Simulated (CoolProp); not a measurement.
Saturation properties of R236FA.

The numbers come from the reference Helmholtz-energy equation of state, Pan 2012 in CoolProp.

```csv
T (K),p (kPa),liquid density (kg/m³),vapour density (kg/m³),liquid cp (kJ/(kg K)),surface tension (mN/m),liquid conductivity (mW/(m K))
184.9,0.2907,1694,0.02876,1.190,24.7,111
190.6,0.5267,1678,0.05057,1.182,23.9,109
196.2,0.9056,1663,0.08451,1.176,23.1,107
201.8,1.500,1648,0.1362,1.170,22.3,105
207.5,2.421,1632,0.2140,1.166,21.5,103
213.1,3.758,1617,0.3237,1.164,20.7,100
218.7,5.670,1601,0.4767,1.162,19.9,98.4
224.4,8.395,1585,0.6892,1.161,19.1,96.4
230,12.06,1570,0.9682,1.162,18.4,94.5
```

It boils at 271.7 K under 1 atm.

Thermal conductivity comes from a separate model (Huber 2003), an estimate that may be off by 10 % or more. Surface tension comes from a separate correlation (Mulero 2012).
